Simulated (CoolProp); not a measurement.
Aqueous ethanol as a coolant, 11 % by mass, freezing at -4.9 °C, 1 atm.

Values from CoolProp's Melinder's fits for secondary coolants.

```csv
T (°C),Prandtl number,density (kg/m³),conductivity (W/(m K)),cp (kJ/(kg K))
-1.4,___,984.0,0.495,4.415
2.6,27.2,983.8,0.500,4.396
6.7,22.3,___,0.505,4.375
10.7,18.7,982.7,0.511,___
14.8,15.9,981.9,0.516,4.335
18.8,13.7,___,0.521,4.317
22.9,___,___,0.526,4.301
26.9,10.5,978.3,0.530,4.289
31,9.28,976.8,0.535,___
```

Question: Fill in the missing entries.

Answer: 
- -1.4, Prandtl number: 33.5
- 6.7, density (kg/m³): 983.3
- 10.7, cp (kJ/(kg K)): 4.355
- 18.8, density (kg/m³): 980.9
- 22.9, Prandtl number: 11.9
- 22.9, density (kg/m³): 979.7
- 31, cp (kJ/(kg K)): 4.280
